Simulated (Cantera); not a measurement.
What does this Cantera script print?

```python
import numpy as np
import cantera as ct

gas = ct.Solution("h2o2.yaml")
gas.TPX = 1398, 140, {'H2': 0.011, 'O2': 1, 'N2': 3.4}
reactor = ct.IdealGasConstPressureReactor(gas, energy="off", clone=False)
net = ct.ReactorNet([reactor])
net.rtol, net.atol = 1e-08, 1e-18
show = ['H2', 'O2', 'H2O', 'O', 'H2O2', 'H']
times = np.geomspace(5e-05, 6, 15)

steps = ct.SolutionArray(gas, extra=["t"])
rows = []
print(f"{'t/s':>10s}{'T/K':>9s}{'P/Pa':>11s}" + "".join(f"{s:>11s}" for s in show))
for t in times:
    while net.time < t:
        t_next = net.step()
        steps.append(gas.state, t=t_next)
    rows.append([np.interp(t, steps.t, y) for y in (steps.T, steps.P, *steps(*show).X.T)])
    print(f"{t:10.3e}{rows[-1][0]:9.1f}{rows[-1][1]:11.4g}" + "".join(f"{x:11.3e}" for x in rows[-1][2:]))
rate = np.gradient(steps.T, steps.t)
print("integrator steps:", len(steps.t))
if steps.T.max() > steps.T[0] + 200:
    print(f"time of steepest temperature rise: {steps.t[rate.argmax()]:.4e} s")
gas.TPX = 1398, 140, {'H2': 0.011, 'O2': 1, 'N2': 3.4}
gas.equilibrate("TP")
print(f"equilibrium (TP): T = {gas.T:.1f} K  " + "  ".join(f"{s} {gas[s].X[0]:.3e}" for s in show))
```

It prints:

```
       t/s      T/K       P/Pa         H2         O2        H2O          O       H2O2          H
 5.000e-05   1398.0        140  2.494e-03  2.267e-01  3.628e-15  2.023e-12  1.616e-16  6.549e-11
 1.153e-04   1398.0        140  2.494e-03  2.267e-01  4.375e-14  1.049e-11  8.585e-16  1.452e-10
 2.658e-04   1398.0        140  2.494e-03  2.267e-01  5.052e-13  5.228e-11  4.520e-15  3.072e-10
 6.129e-04   1398.0        140  2.494e-03  2.267e-01  5.579e-12  2.439e-10  2.373e-14  5.894e-10
 1.413e-03   1398.0        140  2.494e-03  2.267e-01  5.558e-11  1.004e-09  1.228e-13  9.613e-10
 3.258e-03   1398.0        140  2.494e-03  2.267e-01  4.742e-10  3.513e-09  6.149e-13  1.369e-09
 7.512e-03   1398.0        140  2.494e-03  2.267e-01  3.558e-09  1.153e-08  2.869e-12  2.216e-09
 1.732e-02   1398.0        140  2.494e-03  2.267e-01  2.814e-08  4.610e-08  1.168e-11  5.668e-09
 3.994e-02   1398.0        140  2.493e-03  2.267e-01  3.661e-07  3.826e-07  3.872e-11  3.862e-08
 9.208e-02   1398.0        140  2.452e-03  2.267e-01  2.952e-05  2.699e-05  9.174e-11  2.642e-06
 2.123e-01   1398.0        140  6.447e-05  2.244e-01  2.158e-03  2.055e-03  3.478e-10  1.007e-04
 4.895e-01   1398.0        140  1.066e-05  2.243e-01  2.280e-03  2.195e-03  2.138e-10  7.805e-05
 1.129e+00   1398.0        140  1.062e-05  2.243e-01  2.280e-03  2.185e-03  2.134e-10  7.755e-05
 2.602e+00   1398.0        140  1.052e-05  2.243e-01  2.282e-03  2.164e-03  2.125e-10  7.642e-05
 6.000e+00   1398.0        140  1.030e-05  2.244e-01  2.285e-03  2.115e-03  2.105e-10  7.389e-05
integrator steps: 611
equilibrium (TP): T = 1398.0 K  H2 6.164e-08  O2 2.257e-01  H2O 2.484e-03  O 1.172e-05  H2O2 4.873e-12  H 3.161e-08
```

Model: the H2/O2 subset of GRI-Mech 3.0, which has no nitrogen chemistry, integrated in Cantera. Radical loss at walls, strong at low pressure, is not modelled.
